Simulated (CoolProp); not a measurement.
Saturation properties of R142b.

The numbers come from the reference Helmholtz-energy equation of state, Lemmon 2006 in CoolProp. It is a short technical equation, of lower accuracy than the large ones.

```json
[
 {"T (K)": "276", "p (kPa)": "160.7", "liquid density (kg/m³)": "1165", "vapour Z": "0.9434", "surface tension (mN/m)": "14.3", "liquid viscosity (µPa s)": "294", "liquid conductivity (mW/(m K))": "89.7"},
 {"T (K)": "283.7", "p (kPa)": "211.2", "liquid density (kg/m³)": "1147", "vapour Z": "0.9319", "surface tension (mN/m)": "13.3", "liquid viscosity (µPa s)": "270", "liquid conductivity (mW/(m K))": "86.8"},
 {"T (K)": "291.4", "p (kPa)": "273.0", "liquid density (kg/m³)": "1128", "vapour Z": "0.9190", "surface tension (mN/m)": "12.3", "liquid viscosity (µPa s)": "248", "liquid conductivity (mW/(m K))": "84.0"},
 {"T (K)": "299.1", "p (kPa)": "347.8", "liquid density (kg/m³)": "1109", "vapour Z": "0.9046", "surface tension (mN/m)": "11.3", "liquid viscosity (µPa s)": "228", "liquid conductivity (mW/(m K))": "81.2"},
 {"T (K)": "306.8", "p (kPa)": "437.0", "liquid density (kg/m³)": "1089", "vapour Z": "0.8887", "surface tension (mN/m)": "10.3", "liquid viscosity (µPa s)": "210", "liquid conductivity (mW/(m K))": "78.5"},
 {"T (K)": "314.5", "p (kPa)": "542.5", "liquid density (kg/m³)": "1068", "vapour Z": "0.8711", "surface tension (mN/m)": "9.40", "liquid viscosity (µPa s)": "193", "liquid conductivity (mW/(m K))": "75.8"},
 {"T (K)": "322.2", "p (kPa)": "665.9", "liquid density (kg/m³)": "1047", "vapour Z": "0.8518", "surface tension (mN/m)": "8.47", "liquid viscosity (µPa s)": "178", "liquid conductivity (mW/(m K))": "73.2"},
 {"T (K)": "329.9", "p (kPa)": "809.1", "liquid density (kg/m³)": "1025", "vapour Z": "0.8308", "surface tension (mN/m)": "7.57", "liquid viscosity (µPa s)": "164", "liquid conductivity (mW/(m K))": "70.6"},
 {"T (K)": "337.6", "p (kPa)": "973.9", "liquid density (kg/m³)": "1001", "vapour Z": "0.8077", "surface tension (mN/m)": "6.68", "liquid viscosity (µPa s)": "151", "liquid conductivity (mW/(m K))": "68.1"},
 {"T (K)": "345.3", "p (kPa)": "1162", "liquid density (kg/m³)": "976.5", "vapour Z": "0.7825", "surface tension (mN/m)": "5.82", "liquid viscosity (µPa s)": "139", "liquid conductivity (mW/(m K))": "65.7"},
 {"T (K)": "352.9", "p (kPa)": "1373", "liquid density (kg/m³)": "950.7", "vapour Z": "0.7553", "surface tension (mN/m)": "4.99", "liquid viscosity (µPa s)": "128", "liquid conductivity (mW/(m K))": "63.4"},
 {"T (K)": "360.6", "p (kPa)": "1615", "liquid density (kg/m³)": "922.6", "vapour Z": "0.7250", "surface tension (mN/m)": "4.17", "liquid viscosity (µPa s)": "118", "liquid conductivity (mW/(m K))": "61.1"},
 {"T (K)": "368.3", "p (kPa)": "1887", "liquid density (kg/m³)": "892.2", "vapour Z": "0.6914", "surface tension (mN/m)": "3.39", "liquid viscosity (µPa s)": "107", "liquid conductivity (mW/(m K))": "58.9"},
 {"T (K)": "376", "p (kPa)": "2191", "liquid density (kg/m³)": "858.6", "vapour Z": "0.6538", "surface tension (mN/m)": "2.64", "liquid viscosity (µPa s)": "97.4", "liquid conductivity (mW/(m K))": "56.8"}
]
```

It boils at 264.0 K under 1 atm.

Viscosity comes from a separate model (Huber 2003), an estimate that may be off by 10 % or more. Thermal conductivity comes from a separate model (Huber 2003), an estimate that may be off by 10 % or more. Surface tension comes from a separate correlation (Mulero 2012).
